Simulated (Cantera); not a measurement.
What does this Cantera script print?

```python
import numpy as np
import cantera as ct

gas_names = """
    H HO2 H2 H2O H2O2 O OH O2 O3 Pb PbO Pb2
""".split()
cond_names = """
    H2O(s) H2O(L) Pb(cr) Pb(L) PbO(rd) PbO(yw) PbO(L) PbO2(s) Pb3O4(s)
""".split()


# ... load() reads the species with a 1 bar reference pressure and builds the phases ...
atoms = {
    'Pb': {'Pb': 1},
    'H2': {'H': 2},
    'O2': {'O': 2},
}
top_T = {'Pb3O4(s)': 820}  # K; cautious upper limits of use, not melting points


# ... equilibrate(T, P, feed) seeds the gas with the atoms and calls Mixture.equilibrate('TP', solver="vcs", rtol=1e-11, max_steps=5000) ...
results = []
feed = {'Pb': 1, 'H2': 4.7, 'O2': 0.14}  # mol
P = 100000  # Pa
for T in [550, 700, 850, 1000, 1150, 1300, 1450, 1600]:
    mix = equilibrate(T, P, feed)
    results.append((T, P, feed, dict(zip(mix.species_names, mix.species_moles))))
    x = sorted(zip(gas.X, gas.species_names), reverse=True)
    print(f"T = {T:g} K  P = {P:g} Pa  gas = {mix.phase_moles(0):.4g} mol")
    print("   x: " + "  ".join(f"{s} {v:.3e}" for v, s in x if v > 1e-06))
    print("   condensed (mol): " + ("  ".join(f"{mix.phase(i).name} {mix.phase_moles(i):.4g}"
          for i in range(1, mix.n_phases) if mix.phase_moles(i) > 1e-12) or "none"))
```

Result:

```
T = 550 K  P = 100000 Pa  gas = 4.7 mol
   x: H2 9.404e-01  H2O 5.957e-02
   condensed (mol): Pb(cr) 1
T = 700 K  P = 100000 Pa  gas = 4.7 mol
   x: H2 9.404e-01  H2O 5.957e-02
   condensed (mol): Pb(L) 1
T = 850 K  P = 100000 Pa  gas = 4.7 mol
   x: H2 9.404e-01  H2O 5.957e-02
   condensed (mol): Pb(L) 1
T = 1000 K  P = 100000 Pa  gas = 4.7 mol
   x: H2 9.404e-01  H2O 5.957e-02  Pb 1.620e-05
   condensed (mol): Pb(L) 0.9999
T = 1150 K  P = 100000 Pa  gas = 4.701 mol
   x: H2 9.402e-01  H2O 5.956e-02  Pb 2.897e-04
   condensed (mol): Pb(L) 0.9986
T = 1300 K  P = 100000 Pa  gas = 4.712 mol
   x: H2 9.380e-01  H2O 5.942e-02  Pb 2.624e-03  H 1.071e-06
   condensed (mol): Pb(L) 0.9876
T = 1450 K  P = 100000 Pa  gas = 4.771 mol
   x: H2 9.264e-01  H2O 5.869e-02  Pb 1.490e-02  H 9.103e-06  Pb2 4.489e-06
   condensed (mol): Pb(L) 0.9289
T = 1600 K  P = 100000 Pa  gas = 5.003 mol
   x: H2 8.834e-01  Pb 6.058e-02  H2O 5.596e-02  H 5.110e-05  Pb2 4.599e-05  PbO 2.727e-06
   condensed (mol): Pb(L) 0.6964
```

Method: chemical equilibrium by Gibbs-energy minimisation in Cantera with the NASA 1993 tables (ideal gas, pure condensed phases).
